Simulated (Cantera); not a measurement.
Charge: 1 mol Si₂H₆, 0.17 mol H₂O, 0.97 mol H₂, held at 1050 K and 100000 Pa.

These are equilibrium values from Cantera (NASA tables, ideal gas, pure condensed phases), not measurements of a reactor. Candidate condensed phases: H₂O, Si, SiO₂; 18 gas species. The feed counts by its element totals alone. Mutual solubility and eutectic melting of coexisting phases are not modelled. Equilibrium is a limit: real reactors are often held back by kinetics, nucleation or transport.

Base state: H₂ 1.00 (mole fractions); condensed: Si(s) + SiO₂(β-quartz).

Q: What changes in the equilibrium state with this change: temperature from 1050 K to 1548 K?

A: 
```
species               before    after
-------------------  -------  -------
H₂                      1.00    0.999
SiO                  3.80e-9  0.00121
H                    8.11e-9  3.08e-5
Si(s), mol              1.92     1.91
SiO₂(β-quartz), mol   0.0850   0.0825
```
The tables hold silica as quartz up to 1696 K and as liquid above; real silica turns to tridymite and cristobalite and melts near 1996 K.
